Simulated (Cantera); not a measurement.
## Stirred combustor or abatement burner

A perfectly stirred reactor is fed with CH4 : H2 : O2 : N2 = 1 : 1.2 : 2 : 7.52 (molar parts), equivalence ratio 1.3, at 0.850 bar; it is adiabatic with a 473 K inlet, and is followed from long to short residence time, starting on the burning branch (τ in s: 0.096, 0.045, 0.021, 0.0097, 0.0045, 0.0021, 0.00097, 0.00045, 0.00021, 9.7e-05, 4.5e-05, 2.1e-05, 9.8e-06).

Computed with Cantera and GRI-Mech 3.0 (53 species, 325 reactions).

```tsv
τ (s)	T (K)	x CH4	x H2	x O2	x HCO	x NO	x C2H2
0.096	2230	9.34e-6	0.0535	0.000159	5.91e-8	0.000320	3.64e-8
0.045	2221	1.29e-5	0.0536	0.000254	9.98e-8	0.000354	6.55e-8
0.021	2208	1.76e-5	0.0536	0.000417	1.78e-7	0.000373	1.07e-7
0.0097	2189	2.48e-5	0.0537	0.000691	3.27e-7	0.000372	1.69e-7
0.0045	2163	3.68e-5	0.0539	0.00113	6.10e-7	0.000345	2.73e-7
0.0021	2131	5.78e-5	0.0543	0.00179	1.15e-6	0.000296	4.63e-7
0.00097	2090	9.81e-5	0.0548	0.00278	2.20e-6	0.000232	8.69e-7
0.00045	2044	0.000179	0.0555	0.00419	4.31e-6	0.000168	1.86e-6
0.00021	1993	0.000354	0.0564	0.00631	8.62e-6	0.000114	4.66e-6
9.7e-5	1937	0.000801	0.0581	0.0102	1.83e-5	6.99e-5	1.46e-5
4.5e-5	1843	0.00270	0.0647	0.0216	4.41e-5	2.72e-5	7.61e-5
2.1e-5	473	0.0853	0.102	0.171	<1e-12	<1e-12	<1e-12
9.8e-6	473	0.0853	0.102	0.171	<1e-12	<1e-12	<1e-12
```
x: mole fraction; the columns are a selection and need not sum to one.
